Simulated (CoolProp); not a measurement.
Vapour-liquid equilibrium of ethylene (1) + isobutane (2) at 0.0443 MPa; x and y are mole fractions of (1).

Computed with CoolProp (multi-fluid Helmholtz-energy mixture model, Smukala 2000 and Bücker 2006; pair parameters Bell 2016).

Question: Give the bubble temperature and the first vapour's composition at x = 0.05, 0.5, 0.65. Is there an azeotrope?

Answer: x = 0.05: -56.5 °C, y = 0.749; x = 0.5: -105.1 °C, y = 0.998; x = 0.65: -109.8 °C, y = 0.999. No azeotrope shows between x = 0.05 and 0.95.

The pair parameters rest on a limited set of measurements; away from them the model extrapolates.
